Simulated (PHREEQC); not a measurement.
2 g of hydrous ferric oxide (600 m²/g; 0.2 weak and 0.005 strong sites per Fe, Dzombak-Morel constants, diffuse double layer) in 1 kg of water with 0.001 mol/kgw of an inert sodium salt and 0.00014 mol CuSO4 and 1.7e-05 mol NaF, at 25 °C; the pH is set by adding NaOH or the inert anion's acid. Oxygen alone is held at its pressure in air (log pO2 = -0.68). No CO2 enters from the air. Precipitation was switched off in this run.

Base run: PHREEQC, ion-association model, wateq4f.dat. Each further column changes one thing. The table gives F sorbed (%).

```tsv
pH	base	no electrostatic term (-no_edl)	background salt from 0.001 to 0.0001 mol/kgw	oxide from 2 to 10 g/kgw	0.0036 mol/kgw Na2HAsO4 added
3	99.6	4.3	99.7	99.8	29.8
3.67	99.7	…	99.8	99.9	28.4
4.33	99.5	9.2	99.6	99.9	15.9
5	98.8	9.6	99.1	99.7	5.3
5.67	96.1	9.7	96.7	99.2	1.4
6.33	86.4	10.1	87.7	97.3	0.4
7	61.4	11.3	62.6	89.4	0.2
7.67	29.3	12.7	29.8	66.1	0.1
8.33	8.9	11.7	9.0	31.0	0.1
9	2.1	…	2.1	…	0.1
9.67	0.5	2.5	0.5	2.3	0.1
10.33	0.1	0.6	0.1	0.6	0.0
11	0.0	0.1	0.0	0.2	0.0
```

Q: Some entries are withheld; supply them.

A: 
- 3.67, no electrostatic term (-no_edl): 7.6
- 9, no electrostatic term (-no_edl): 7.1
- 9, oxide from 2 to 10 g/kgw: 9.1

The database's constant for dissolved Cu(OH)2 is higher than later reviews accept. The oxide is taken as insoluble; below pH 4 it would dissolve. In at least one series the solution becomes supersaturated in solids that the run did not let form, among them Cu(OH)2. The database has no arsenate complexes of Cu.
